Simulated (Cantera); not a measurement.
A Cantera script and its output.

```python
import numpy as np
import cantera as ct

gas = ct.Solution("gri30.yaml")


def delay(T, t_max=10):
    gas.TPX = T, 101325, {'H2': 1, 'O2': 0.238, 'N2': 0.895, 'H2O': 0.14}
    reactor = ct.IdealGasReactor(gas, clone=False)
    net = ct.ReactorNet([reactor])
    net.rtol, net.atol = 1e-8, 1e-16
    while net.time < t_max:
        t_old, T_old = net.time, reactor.T
        net.step()
        if reactor.T > T + 400:  # ignition: a rise of 400 K
            return t_old + (T + 400 - T_old) / (reactor.T - T_old) * (net.time - t_old)
    return np.nan


taus = []
for T in [1025, 1100, 1175, 1250, 1325, 1400, 1475, 1550, 1625]:
    taus.append(delay(T))
    print(f"T0 = {T:6g} K   tau = {taus[-1]:.4e} s")
```

Result:

```
T0 =   1025 K   tau = 5.8399e-04 s
T0 =   1100 K   tau = 1.2772e-04 s
T0 =   1175 K   tau = 6.6994e-05 s
T0 =   1250 K   tau = 4.2821e-05 s
T0 =   1325 K   tau = 3.0266e-05 s
T0 =   1400 K   tau = 2.2952e-05 s
T0 =   1475 K   tau = 1.8482e-05 s
T0 =   1550 K   tau = 1.5721e-05 s
T0 =   1625 K   tau = 1.4054e-05 s
```

Cantera simulation using GRI-Mech 3.0 (53 species, 325 reactions); the numbers are that mechanism's predictions, not measurements. Where the delays flatten at high temperature, the 400 K rule measures the pace of heat release, not the induction time.
